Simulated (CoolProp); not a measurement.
Values from CoolProp's reference Helmholtz-energy equation of state, Lemmon 2006. It is a short technical equation, of lower accuracy than the large ones.

Give the vapour pressure (bar), liquid density (kg/m³), vapour density (kg/m³), liquid cp (kJ/(kg K)) of saturated R142b at 262.6 K.


```csv
T (K),p (bar),liquid density (kg/m³),vapour density (kg/m³),liquid cp (kJ/(kg K))
262.6,0.956,1200,4.58,1.23
```
